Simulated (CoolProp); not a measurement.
Values from CoolProp's reference Helmholtz-energy equation of state, Lemmon 2005.

Task: Give the vapour pressure (MPa), liquid density (kg/m³), vapour viscosity (µPa s) of saturated R125 at -61.85, -37.55, -27.85 °C.

Result: 
| T (°C) | p (MPa) | liquid density (kg/m³) | vapour viscosity (µPa s) |
|---|---|---|---|
| -61.85 | 0.0489 | 1560 | 9.12 |
| -37.55 | 0.165 | 1470 | 10.2 |
| -27.85 | 0.249 | 1440 | 10.6 |

Viscosity comes from a separate model (Huber 2006).
